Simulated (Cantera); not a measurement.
A Cantera script and what it prints.

```python
import numpy as np
import cantera as ct

gas_names = """
    H2 H2S H
""".split()
cond_names = """
    CaS(s) Ca(a) Ca(b) Ca(L)
""".split()


# ... load() reads the species with a 1 bar reference pressure and builds the phases ...
species = {s.name: s for s in load("nasa_gas.yaml", gas_names) + load("nasa_condensed.yaml", cond_names)}
# Each term lists the table entries of one substance; the one whose range holds T is used.
reactions = {
    'CaS + H2(g) = H2S(g) + Ca':
        [(-1, ['CaS(s)']), (-1, ['H2']), (1, ['H2S']), (1, ['Ca(a)', 'Ca(b)', 'Ca(L)'])],
    'Ca + H2S(g) = 2 H(g) + CaS':
        [(-1, ['Ca(a)', 'Ca(b)', 'Ca(L)']), (-1, ['H2S']), (2, ['H']), (1, ['CaS(s)'])],
}


def pick(names, T):
    return next(species[n] for n in names if species[n].thermo.min_temp <= T <= species[n].thermo.max_temp)


results = []
for label, terms in reactions.items():
    print(label)
    print("     T/K   dH/kJ  dS/(J/K)   dG/kJ   log10 K")
    for T in [1275, 1300, 1325, 1350, 1375, 1400, 1425, 1450, 1475, 1500, 1525]:
        used = [(nu, pick(names, T)) for nu, names in terms]
        dH = sum(nu * s.thermo.h(T) for nu, s in used) / 1e6
        dS = sum(nu * s.thermo.s(T) for nu, s in used) / 1e3
        dG = dH - T * dS / 1e3
        logK = -dG * 1e6 / (ct.gas_constant * T * np.log(10))
        results.append((label, T, dH, dS, dG, logK, [s.name for _, s in used]))
        print(f"{T:8g} {dH:8.1f} {dS:8.1f} {dG:8.1f} {logK:8.2f}")
```

Result:

```
CaS + H2(g) = H2S(g) + Ca
     T/K   dH/kJ  dS/(J/K)   dG/kJ   log10 K
    1275    453.7     54.4    384.3   -15.74
    1300    453.7     54.4    383.0   -15.39
    1325    453.7     54.4    381.6   -15.04
    1350    453.7     54.4    380.2   -14.71
    1375    453.7     54.4    378.9   -14.39
    1400    453.8     54.5    377.5   -14.09
    1425    453.8     54.5    376.2   -13.79
    1450    453.8     54.5    374.8   -13.50
    1475    453.8     54.5    373.4   -13.22
    1500    453.9     54.5    372.1   -12.96
    1525    453.9     54.5    370.7   -12.70
Ca + H2S(g) = 2 H(g) + CaS
     T/K   dH/kJ  dS/(J/K)   dG/kJ   log10 K
    1275     -6.2     61.7    -84.9     3.48
    1300     -6.0     61.9    -86.5     3.48
    1325     -5.8     62.1    -88.0     3.47
    1350     -5.5     62.3    -89.6     3.47
    1375     -5.3     62.4    -91.2     3.46
    1400     -5.1     62.6    -92.7     3.46
    1425     -4.9     62.7    -94.3     3.46
    1450     -4.7     62.9    -95.9     3.45
    1475     -4.4     63.0    -97.4     3.45
    1500     -4.2     63.2    -99.0     3.45
    1525     -4.0     63.3   -100.6     3.45
```

Standard-state values (1 bar) from the NASA 1993 polynomials, evaluated with Cantera. Condensed species are held in their standard states even where they would react or evaporate.
